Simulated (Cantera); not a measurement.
Feed: 1 mol SiC, 1.2 mol N₂O, 5.1 mol N₂, 0.14 mol CO₂, equilibrated at 1725 K and 100000 Pa.

Equilibrium computed with Cantera from the NASA thermochemical tables; the gas is ideal and each condensed phase is pure. Candidate condensed phases: C, Si, SiC, SiO₂, Si₂N₂O, Si₃N₄; 34 gas species. The numbers say what is thermodynamically allowed, not how fast it happens.

Question: What is the equilibrium state?

Answer: 
| Property | Value |
|---|---|
| x(N₂) | 0.855 |
| x(CO) | 0.144 |
| x(SiO) | 0.000102 |
| x(CO₂) | 2.49e-6 |
| n(C(graphite)) | 0.160 mol |
| n(Si₂N₂O(s)) | 0.500 mol |
| gas amount | 6.781 mol |
| log10 activity of Si(l) (absent) | -2.57 |
